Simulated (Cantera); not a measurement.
## Iron carbonyl, mercury and lead vapours: Pb + H2 + O2

Input: 1 mol Pb, a varied amount of H2, 1.3 mol O2, held at 725 °C and 1330 Pa.

Equilibrium computed with Cantera from the NASA thermochemical tables; the gas is ideal and each condensed phase is pure. Candidate condensed phases: H2O, Pb, PbO, PbO2, Pb3O4; 12 gas species. Rates play no part.

```tsv
n(H2) (mol)	x H2O	x O2	x H2	x Pb	x PbO	x OH	x H	x Pb2	n PbO(yellow)	n Pb(l)
0.24	0.261	0.739	2.16e-10	6.59e-9	2.14e-5	7.20e-7	<1e-12	<1e-12	1.000	0
0.71	0.615	0.385	7.06e-10	9.13e-9	2.14e-5	9.39e-7	<1e-12	<1e-12	1.000	0
1.2	0.857	0.143	1.62e-9	1.50e-8	2.14e-5	8.65e-7	<1e-12	<1e-12	1.000	0
1.7	0.999	2.38e-11	0.000146	0.00116	2.14e-5	3.35e-9	2.25e-10	3.55e-9	0.900	0.0978
2.1	0.999	2.38e-11	0.000146	0.00116	2.14e-5	3.35e-9	2.25e-10	3.55e-9	0.500	0.497
2.6	0.999	2.38e-11	0.000146	0.00116	2.14e-5	3.35e-9	2.25e-10	3.55e-9	0.000324	0.997
3.1	0.838	<1e-12	0.161	0.00116	1.63e-8	8.47e-11	7.48e-9	3.55e-9	0	0.996
3.6	0.721	<1e-12	0.277	0.00116	8.13e-9	5.56e-11	9.81e-9	3.55e-9	0	0.996
4	0.649	<1e-12	0.350	0.00116	5.80e-9	4.46e-11	1.10e-8	3.55e-9	0	0.995
4.5	0.577	<1e-12	0.422	0.00116	4.28e-9	3.61e-11	1.21e-8	3.55e-9	0	0.995
5	0.519	<1e-12	0.479	0.00116	3.39e-9	3.04e-11	1.29e-8	3.55e-9	0	0.994
```
x: gas mole fraction; n: condensed amount in mol.

From 0.24 mol H2 to 1.2 mol H2 the condensed part is PbO(yellow). From 1.7 mol H2 to 2.6 mol H2 the condensed part is Pb(l) + PbO(yellow). From 3.1 mol H2 to 5 mol H2 the condensed part is Pb(l). The main Pb-bearing gas is PbO at 0.24 mol H2 and Pb at 5 mol H2.
